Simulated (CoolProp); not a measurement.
A simple Rankine cycle with 1,2-dichloroethane: condensing at 318.15 K, boiler at 2.79 MPa, turbine inlet 499 K, turbine efficiency 0.9, pump efficiency 0.8, no recuperator. Each further row changes one setting.

Computed with CoolProp (reference Helmholtz-energy equation of state, Thol 2015).

```
case                             thermal efficiency (%)  net work (kJ/kg)  heat in (kJ/kg)  turbine exit temperature (K)  volume ratio over the turbine
-------------------------------  ----------------------  ----------------  ---------------  ----------------------------  -----------------------------
as stated                                          19.2              50.2              262                         318.1                            558
condensing temperature 310.15 K                    20.2              55.0              272                         310.1                            776
boiler pressure 1.95 MPa                           24.9               120              480                         336.7                           66.9
turbine efficiency 0.8                             16.9              44.3              262                         318.1                            574
```

The expansion ends wet for: as stated; condensing temperature 310.15 K; turbine efficiency 0.8.
